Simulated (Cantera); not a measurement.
A Cantera script and what it prints.

```python
import numpy as np
import cantera as ct

gas_names = """
    C CO CO2 C2 C2O C3 C3O2 C4 C5 O O2 O3 Ti TiO TiO2
""".split()
cond_names = """
    C(gr) Ti(a) Ti(b) Ti(L) TiC(s) TiC(L) TiO(a) TiO(b) TiO(L) TiO2(ru) TiO2(L) Ti2O3(a) Ti2O3(b)
    Ti2O3(L) Ti3O5(a) Ti3O5(b) Ti3O5(L) Ti4O7(s) Ti4O7(L)
""".split()


# ... load() reads the species with a 1 bar reference pressure and builds the phases ...
atoms = {
    'TiO2': {'Ti': 1, 'O': 2},
    'CO': {'C': 1, 'O': 1},
}
top_T = {'C(gr)': 4500}  # K; cautious upper limits of use, not melting points


# ... equilibrate(T, P, feed) seeds the gas with the atoms and calls Mixture.equilibrate('TP', solver="vcs", rtol=1e-11, max_steps=5000) ...
results = []
P = 33  # Pa
for T in [1223, 1323, 1423, 1523, 1623, 1723, 1823, 1923, 2023]:
    for m in [1.3, 2, 2.7, 3.4, 4.1, 4.8, 5.6, 6.3, 7, 7.7, 8.4, 9.1, 9.8]:
        feed = {'TiO2': 1, 'CO': m}  # mol
        mix = equilibrate(T, P, feed)
        results.append((T, P, feed, dict(zip(mix.species_names, mix.species_moles))))

for T, P, feed, n in results:
    print(f"{T:7g} {feed['CO']:10.4g}  " + (" + ".join(c for c in cond_names if n.get(c, 0) > 1e-12) or "gas only"))
```

Result:

```
   1223        1.3  TiO2(ru) + Ti4O7(s)
   1223          2  TiO2(ru) + Ti4O7(s)
   1223        2.7  TiO2(ru) + Ti4O7(s)
   1223        3.4  TiO2(ru) + Ti4O7(s)
   1223        4.1  TiO2(ru) + Ti4O7(s)
   1223        4.8  TiO2(ru) + Ti4O7(s)
   1223        5.6  TiO2(ru) + Ti4O7(s)
   1223        6.3  TiO2(ru) + Ti4O7(s)
   1223          7  TiO2(ru) + Ti4O7(s)
   1223        7.7  TiO2(ru) + Ti4O7(s)
   1223        8.4  TiO2(ru) + Ti4O7(s)
   1223        9.1  TiO2(ru) + Ti4O7(s)
   1223        9.8  TiO2(ru) + Ti4O7(s)
   1323        1.3  TiO2(ru) + Ti4O7(s)
   1323          2  TiO2(ru) + Ti4O7(s)
   1323        2.7  TiO2(ru) + Ti4O7(s)
   1323        3.4  TiO2(ru) + Ti4O7(s)
   1323        4.1  TiO2(ru) + Ti4O7(s)
   1323        4.8  TiO2(ru) + Ti4O7(s)
   1323        5.6  TiO2(ru) + Ti4O7(s)
   1323        6.3  TiO2(ru) + Ti4O7(s)
   1323          7  TiO2(ru) + Ti4O7(s)
   1323        7.7  TiO2(ru) + Ti4O7(s)
   1323        8.4  TiO2(ru) + Ti4O7(s)
   1323        9.1  TiO2(ru) + Ti4O7(s)
   1323        9.8  TiO2(ru) + Ti4O7(s)
   1423        1.3  TiO2(ru) + Ti4O7(s)
   1423          2  TiO2(ru) + Ti4O7(s)
   1423        2.7  TiO2(ru) + Ti4O7(s)
   1423        3.4  TiO2(ru) + Ti4O7(s)
   1423        4.1  TiO2(ru) + Ti4O7(s)
   1423        4.8  TiO2(ru) + Ti4O7(s)
   1423        5.6  TiO2(ru) + Ti4O7(s)
   1423        6.3  TiO2(ru) + Ti4O7(s)
   1423          7  TiO2(ru) + Ti4O7(s)
   1423        7.7  TiO2(ru) + Ti4O7(s)
   1423        8.4  TiO2(ru) + Ti4O7(s)
   1423        9.1  TiO2(ru) + Ti4O7(s)
   1423        9.8  TiO2(ru) + Ti4O7(s)
   1523        1.3  TiO2(ru) + Ti4O7(s)
   1523          2  TiO2(ru) + Ti4O7(s)
   1523        2.7  TiO2(ru) + Ti4O7(s)
   1523        3.4  TiO2(ru) + Ti4O7(s)
   1523        4.1  TiO2(ru) + Ti4O7(s)
   1523        4.8  TiO2(ru) + Ti4O7(s)
   1523        5.6  TiO2(ru) + Ti4O7(s)
   1523        6.3  TiO2(ru) + Ti4O7(s)
   1523          7  TiO2(ru) + Ti4O7(s)
   1523        7.7  TiO2(ru) + Ti4O7(s)
   1523        8.4  TiO2(ru) + Ti4O7(s)
   1523        9.1  TiO2(ru) + Ti4O7(s)
   1523        9.8  TiO2(ru) + Ti4O7(s)
   1623        1.3  TiO2(ru) + Ti4O7(s)
   1623          2  TiO2(ru) + Ti4O7(s)
   1623        2.7  TiO2(ru) + Ti4O7(s)
   1623        3.4  TiO2(ru) + Ti4O7(s)
   1623        4.1  TiO2(ru) + Ti4O7(s)
   1623        4.8  TiO2(ru) + Ti4O7(s)
   1623        5.6  TiO2(ru) + Ti4O7(s)
   1623        6.3  TiO2(ru) + Ti4O7(s)
   1623          7  TiO2(ru) + Ti4O7(s)
   1623        7.7  TiO2(ru) + Ti4O7(s)
   1623        8.4  TiO2(ru) + Ti4O7(s)
   1623        9.1  TiO2(ru) + Ti4O7(s)
   1623        9.8  TiO2(ru) + Ti4O7(s)
   1723        1.3  TiO2(ru) + Ti4O7(s)
   1723          2  TiO2(ru) + Ti4O7(s)
   1723        2.7  TiO2(ru) + Ti4O7(s)
   1723        3.4  TiO2(ru) + Ti4O7(s)
   1723        4.1  TiO2(ru) + Ti4O7(s)
   1723        4.8  TiO2(ru) + Ti4O7(s)
   1723        5.6  TiO2(ru) + Ti4O7(s)
   1723        6.3  TiO2(ru) + Ti4O7(s)
   1723          7  TiO2(ru) + Ti4O7(s)
   1723        7.7  TiO2(ru) + Ti4O7(s)
   1723        8.4  TiO2(ru) + Ti4O7(s)
   1723        9.1  TiO2(ru) + Ti4O7(s)
   1723        9.8  TiO2(ru) + Ti4O7(s)
   1823        1.3  TiO2(ru) + Ti4O7(s)
   1823          2  TiO2(ru) + Ti4O7(s)
   1823        2.7  TiO2(ru) + Ti4O7(s)
   1823        3.4  TiO2(ru) + Ti4O7(s)
   1823        4.1  TiO2(ru) + Ti4O7(s)
   1823        4.8  TiO2(ru) + Ti4O7(s)
   1823        5.6  TiO2(ru) + Ti4O7(s)
   1823        6.3  TiO2(ru) + Ti4O7(s)
   1823          7  TiO2(ru) + Ti4O7(s)
   1823        7.7  TiO2(ru) + Ti4O7(s)
   1823        8.4  TiO2(ru) + Ti4O7(s)
   1823        9.1  Ti4O7(s)
   1823        9.8  Ti4O7(s)
   1923        1.3  TiO2(ru) + Ti4O7(s)
   1923          2  TiO2(ru) + Ti4O7(s)
   1923        2.7  TiO2(ru) + Ti4O7(s)
   1923        3.4  TiO2(ru) + Ti4O7(s)
   1923        4.1  TiO2(ru) + Ti4O7(s)
   1923        4.8  TiO2(ru) + Ti4O7(s)
   1923        5.6  TiO2(ru) + Ti4O7(s)
   1923        6.3  Ti4O7(s)
   1923          7  Ti4O7(s)
   1923        7.7  Ti4O7(s)
   1923        8.4  Ti4O7(s)
   1923        9.1  Ti4O7(s)
   1923        9.8  Ti4O7(s)
   2023        1.3  TiO2(ru) + Ti4O7(L)
   2023          2  TiO2(ru) + Ti4O7(L)
   2023        2.7  Ti4O7(L)
   2023        3.4  Ti4O7(L)
   2023        4.1  Ti4O7(L)
   2023        4.8  Ti4O7(L)
   2023        5.6  Ti4O7(L)
   2023        6.3  Ti4O7(L)
   2023          7  Ti4O7(L)
   2023        7.7  Ti4O7(L)
   2023        8.4  Ti4O7(L)
   2023        9.1  Ti4O7(L)
   2023        9.8  Ti4O7(L)
```

Cantera equilibrium calculation (NASA polynomials, part measured and part estimated; ideal gas, pure solids and liquids). Mutual solubility and eutectic melting of coexisting phases are not modelled. Condensed phases not in the tables: Magnéli phases beyond Ti4O7.
